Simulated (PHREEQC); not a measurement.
## Hard or scaling water

Dissolve 24 mmol/kgw CaCl2, 1.9 mmol/kgw Na2SO4 and 0.00042 mmol/kgw H4SiO4 at 20 °C. Closed to the air; pH follows from the charge balance.

Model: Pitzer model, pitzer.dat, run in PHREEQC.

Each row changes one thing in this solution. This is a speciation only: nothing precipitates in the calculation.

```tsv
case	pH	SI of SiO2(a) (SiO2)
as made	7.05	-3.67
Na2SO4 from 0.0019 to 0.00095 mol/kgw	7.05	-3.67
temperature from 20 to 10 °C	7.24	-3.57
H4SiO4 from 4.2e-07 to 6.3e-07 mol/kgw	7.05	-3.49
CaCl2 from 0.024 to 0.12 mol/kgw	6.97	-3.64
diluted 100-fold with water	7.08	-5.67
Na2SO4 left out	7.05	-3.67
H4SiO4 replaced by K2SiO3 at the same molality	7.94	-3.67
0.0025 mol/kgw HCl added	2.71	-3.66
```

Away from 25 °C the constants follow the database's enthalpies or fits; those with neither stay at their 25 °C values.
